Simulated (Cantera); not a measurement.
## Premixed flame

A freely propagating, adiabatic, planar premixed flame of 25.9 % H2, 11.4 % O2, 62.7 % N2, equivalence ratio 1.1, unburnt at 300 K and 82.5 Torr; mixture-averaged transport, grid criteria slope 0.08 and curve 0.16, no radiation.

Cantera simulation using the H2/O2 subset of GRI-Mech 3.0, which has no nitrogen chemistry; the numbers are that mechanism's predictions, not measurements. Burning velocities carry a grid error of a few per cent, more on coarse grids.

```json
[
 {"z (mm)": "-20.8", "T (K)": "300", "u (m/s)": "1.43", "x H2": "0.259", "x O2": "0.114", "x HO2": "<1e-8", "x H2O2": "<1e-8", "x OH": "<1e-8", "x H": "<1e-8"},
 {"z (mm)": "-13.9", "T (K)": "300", "u (m/s)": "1.43", "x H2": "0.259", "x O2": "0.114", "x HO2": "<1e-8", "x H2O2": "<1e-8", "x OH": "<1e-8", "x H": "<1e-8"},
 {"z (mm)": "-10.4", "T (K)": "300", "u (m/s)": "1.43", "x H2": "0.259", "x O2": "0.114", "x HO2": "<1e-8", "x H2O2": "<1e-8", "x OH": "<1e-8", "x H": "<1e-8"},
 {"z (mm)": "-6.95", "T (K)": "300", "u (m/s)": "1.43", "x H2": "0.259", "x O2": "0.114", "x HO2": "<1e-8", "x H2O2": "<1e-8", "x OH": "<1e-8", "x H": "<1e-8"},
 {"z (mm)": "-3.47", "T (K)": "304", "u (m/s)": "1.44", "x H2": "0.257", "x O2": "0.114", "x HO2": "1.40e-5", "x H2O2": "1.56e-6", "x OH": "1.33e-6", "x H": "6.90e-7"},
 {"z (mm)": "-1.74", "T (K)": "512", "u (m/s)": "2.38", "x H2": "0.228", "x O2": "0.110", "x HO2": "5.43e-5", "x H2O2": "3.40e-5", "x OH": "0.000592", "x H": "0.00312"},
 {"z (mm)": "0", "T (K)": "923", "u (m/s)": "4.16", "x H2": "0.143", "x O2": "0.0819", "x HO2": "1.38e-5", "x H2O2": "3.26e-7", "x OH": "0.000873", "x H": "0.0307"},
 {"z (mm)": "1.74", "T (K)": "1195", "u (m/s)": "5.33", "x H2": "0.0597", "x O2": "0.0316", "x HO2": "4.44e-6", "x H2O2": "4.21e-7", "x OH": "0.00301", "x H": "0.0575"},
 {"z (mm)": "3.47", "T (K)": "1314", "u (m/s)": "5.84", "x H2": "0.0418", "x O2": "0.0172", "x HO2": "2.17e-6", "x H2O2": "4.41e-7", "x OH": "0.00427", "x H": "0.0579"},
 {"z (mm)": "6.95", "T (K)": "1433", "u (m/s)": "6.32", "x H2": "0.0416", "x O2": "0.0135", "x HO2": "1.46e-6", "x H2O2": "3.73e-7", "x OH": "0.00546", "x H": "0.0483"},
 {"z (mm)": "13.9", "T (K)": "1556", "u (m/s)": "6.81", "x H2": "0.0427", "x O2": "0.0110", "x HO2": "1.03e-6", "x H2O2": "2.37e-7", "x OH": "0.00642", "x H": "0.0372"},
 {"z (mm)": "27.8", "T (K)": "1677", "u (m/s)": "7.27", "x H2": "0.0424", "x O2": "0.00840", "x HO2": "6.95e-7", "x H2O2": "1.28e-7", "x OH": "0.00688", "x H": "0.0269"},
 {"z (mm)": "55.6", "T (K)": "1785", "u (m/s)": "7.68", "x H2": "0.0408", "x O2": "0.00583", "x HO2": "4.48e-7", "x H2O2": "6.71e-8", "x OH": "0.00661", "x H": "0.0182"}
]
```
x: mole fraction of selected species; z is measured from the peak of heat release.

```
Quantity                     Value
------------------------  --------
laminar burning velocity  143 cm/s
thermal thickness          6.95 mm
peak x(HO2)                9.74e-5
peak x(H2O2)               4.09e-5
peak x(OH)                 0.00688
peak x(H)                   0.0595
```
